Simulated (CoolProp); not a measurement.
R21 along the isotherm 199.85 °C: Z from the reference equation and from simpler models built on Tc = 179.6 °C, pc = 5289 kPa, ω = 0.206; each cubic takes its own stable root.

Model: reference Helmholtz-energy equation of state, Platzer 1990, in CoolProp. This equation is an older, rougher fit.

```csv
p (kPa),phase,reference,van der Waals,Soave-Redlich-Kwong,Peng-Robinson
220,gas,0.9879,0.9888,0.9876,0.9861
441,gas,0.9756,0.9773,0.9751,0.9720
661,gas,0.9630,0.9657,0.9623,0.9578
881,gas,0.9501,0.9538,0.9494,0.9434
1100,gas,0.9371,0.9418,0.9363,0.9289
1320,gas,0.9237,0.9294,0.9230,0.9141
1540,gas,0.9099,0.9167,0.9094,0.8991
1760,gas,0.8958,0.9038,0.8956,0.8839
1980,gas,0.8814,0.8905,0.8815,0.8684
2200,gas,0.8666,0.8768,0.8671,0.8527
2420,gas,0.8514,0.8628,0.8524,0.8366
2640,gas,0.8357,0.8483,0.8373,0.8203
```
